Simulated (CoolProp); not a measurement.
The fluid at 293.15 K and 0.371 MPa is compressed adiabatically to 1.86 MPa with isentropic efficiency 1. The same conditions are run with several fluids, on thermodynamics alone (safety and materials aside).

The numbers come from the reference Helmholtz-energy equation of state of each fluid (ethylene: Smukala 2000; CH2F2 (R32): Tillner-Roth 1997; hydrogen chloride: Thol 2018; propylene: Lemmon 2013; carbonyl sulfide: Lemmon 2006) in CoolProp.

Q: Rank ethylene, CH2F2 (R32), hydrogen chloride, propylene, carbonyl sulfide by work (kJ/kg), highest first.

A: ethylene (158), hydrogen chloride (134), propylene (94.1), CH2F2 (R32) (82.8), carbonyl sulfide (72.5)

```tsv
fluid	final temperature (K)	final density (kg/m³)
ethylene	394.0	16.6
CH2F2 (R32)	397.3	31.9
hydrogen chloride	465.8	18.0
propylene	365.7	30.4
carbonyl sulfide	405.4	36.2
```
